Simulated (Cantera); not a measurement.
Charge: 1 mol PbO, 0.038 mol H2O, 2.5 mol H2, at 1573.15 K.

Equilibrium computed with Cantera from the NASA thermochemical tables; the gas is ideal and each condensed phase is pure. Candidate condensed phases: H2O, Pb, PbO, PbO2, Pb3O4; 12 gas species. Rates play no part.

x: gas mole fraction; n: condensed amount in mol.

```tsv
P (Pa)	x H2	x H2O	x Pb	x H	x Pb2	x PbO	n Pb(l)
1000	0.424	0.293	0.282	___	1.08e-5	0.000118	0
4000	0.424	0.293	0.282	___	4.33e-5	0.000118	0
16000	0.424	0.293	0.282	___	0.000173	0.000118	0
63000	0.546	0.378	0.0763	___	4.98e-5	3.20e-5	0.790
250000	0.580	0.401	0.0192	___	1.25e-5	8.07e-6	0.950
1000000	0.588	0.407	0.00481	___	3.14e-6	2.02e-6	0.988
```

Task: What belongs in the gaps?

Result: 
- 1000, x H: 0.000265
- 4000, x H: 0.000133
- 16000, x H: 6.63e-5
- 63000, x H: 3.79e-5
- 250000, x H: 1.96e-5
- 1000000, x H: 9.88e-6
